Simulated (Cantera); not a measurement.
Charge: 1 mol Al2O3, 0.38 mol H2, at 3000 K and 11.0 Pa.

Cantera equilibrium calculation (NASA polynomials, part measured and part estimated; ideal gas, pure solids and liquids). Candidate condensed phases: Al, Al2O3, H2O; 19 gas species. Equilibrium is a limit: real reactors are often held back by kinetics, nucleation or transport.

Base state: O 0.510, Al 0.338, H 0.134, AlO 0.0145, O2 0.00224, OH 0.000491, Al2O 0.000268, H2 7.88e-5 (mole fractions); condensed: gas only.

Task: What changes in the equilibrium state with this change: temperature from 3000 K to 1775 K?

Result: 
```csv
species,before,after
H2,7.88e-5,0.972
H,0.134,0.0272
H2O,8.72e-7,0.000303
O,0.510,1.15e-8
Al,0.338,0.000186
AlO,0.0145,2.86e-7
O2,0.00224,<1e-9
OH,0.000491,5.28e-7
Al2O,0.000268,9.58e-6
"Al2O3(s), mol",0,1.000
```
